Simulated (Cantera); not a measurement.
Feed: 1 mol Pb, 0.67 mol O₂, 1 mol N₂, equilibrated at 0.133 bar.

Cantera equilibrium calculation (NASA polynomials, part measured and part estimated; ideal gas, pure solids and liquids). Candidate condensed phases: Pb, PbO, PbO₂, Pb₃O₄; 12 gas species. Equilibrium is a limit: real reactors are often held back by kinetics, nucleation or transport.

Problem. At 1148 K, list the 4 most abundant gas species with their mole fractions, and the condensed phases.

Solution. N₂ 0.855, O₂ 0.145, PbO 0.000162, NO 0.000112. Condensed: PbO(yellow).
